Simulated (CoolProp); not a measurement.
Model: reference Helmholtz-energy equation of state, Thol 2014, in CoolProp.

Question: Give the vapour pressure (MPa), liquid cp (kJ/(kg K)), surface tension (mN/m) of saturated chloromethane (R40) at 318.2, 352.8 K.

Answer: 
| T (K) | p (MPa) | liquid cp (kJ/(kg K)) | surface tension (mN/m) |
|---|---|---|---|
| 318.2 | 0.994 | 1.69 | 12.3 |
| 352.8 | 2.18 | 1.89 | 7.22 |

Surface tension comes from a separate correlation (Mulero 2014).
